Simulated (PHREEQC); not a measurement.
A PHREEQC input (ion-association model, phreeqc.dat):

```
SOLUTION 1
  temp 25
  units mg/kgw
  pH 6.93
  pe 9.5
  Na 1.58
  K 0.0271
  Ca 10.5
  Mg 1.57
  Cl 5
  S(6) 15.4 as S
  Alkalinity 14.5 as HCO3
  F 0.0818
  Cd 0.0242
END
USE solution 1
EQUILIBRIUM_PHASES 1
  Quartz 0 0.5
  Gypsum 0 0
  CO2(g) -2.5 10
END
```

The run finishes without an error or a warning.

Its last state differs from that of the intended input:

```csv
quantity,as run,intended
pH,6.67,6.68
ionic strength (mol/kgw),0.00177,0.00117
SO4-2 (mol/kgw),0.000462,0.000153
CaSO4 (mol/kgw),1.40e-5,5.15e-6
MgSO4 (mol/kgw),4.49e-6,1.67e-6
NaSO4- (mol/kgw),1.32e-7,4.53e-8
```

One thing in the input isn't as intended. What explains the difference?

This is not unique; one that fits is The fault: sulfate typed 'as S' though the number is for SO4. The line should read `as SO4` where the input has `as S`.
